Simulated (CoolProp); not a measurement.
The fluid at 293.15 K and 5.35 MPa flows at 0.19 m/s in a round tube of 2 mm bore and 45 µm roughness, fully developed (64/Re and Nu = 3.66 if laminar; Colebrook and Gnielinski if turbulent). The same conditions are run with several fluids, on thermodynamics alone (safety and materials aside).

Computed with CoolProp (reference Helmholtz-energy equation of state of each fluid (oxygen: Schmidt 1985; normal hydrogen: Leachman 2009; dry air: Lemmon 2000; CF4 (R14): Platzer 1990; methane: Setzmann 1991)). The equations of Platzer and Polt are older, rougher fits. Blends and air are pseudo-pure fits.

```csv
fluid,Reynolds number,Darcy friction factor,pressure drop (Pa/m),heat-transfer coefficient (W/(m² K)),mass flow (kg/h)
oxygen,1280,0.0498,32.7,52.2,0.156
normal hydrogen,184,0.348,13.4,346,0.00921
dry air,1270,0.0502,29.2,51.5,0.138
CF4 (R14),4220,0.0584,128,230,0.523
methane,1220,0.0523,18.4,69.4,0.0835
```

Transport values come from each fluid's own correlations; those of CF4 (R14) are estimates that may be off by 10 % or more.
